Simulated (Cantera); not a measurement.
A closed system holds: 1 mol Si, 5.3 mol HCl, 19 mol H2, equilibrated at 577 °C and 18000 Pa.

Equilibrium computed with Cantera from the NASA thermochemical tables; the gas is ideal and each condensed phase is pure. Rates play no part.

```csv
species,before,after
H2,0.900,0.751
HCl,0.0569,0.210
SiCl4,0.0418,0.0393
SiHCl3,0.00110,0.000233
```
Gas species are given as mole fractions.

**Question.** Name the change that produced these shifts.
A) temperature from 577 °C to 925 °C
B) HCl from 5.3 to 0.9 mol
C) Si replaced by SiCl4
D) HCl from 5.3 to 2.4 mol

**Answer.** C, Si replaced by SiCl4
